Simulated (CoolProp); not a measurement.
Vapour-liquid equilibrium of carbon dioxide (1) + carbonyl sulfide (2) at 244.5 K; x and y are mole fractions of (1).

Values from CoolProp's multi-fluid Helmholtz-energy mixture model, Span 1996 and Lemmon 2006; pair parameters Bell 2016.

Give the bubble pressure and the first vapour's composition at x = 0.05, 0.15, 0.95. Is there an azeotrope?

x = 0.05: 3.651 bar, y = 0.334; x = 0.15: 5.628 bar, y = 0.593; x = 0.95: 14.42 bar, y = 0.979. No azeotrope shows between x = 0.05 and 0.95.

Pair parameters are fitted to limited data, so mixtures are less certain than the pure fluids.
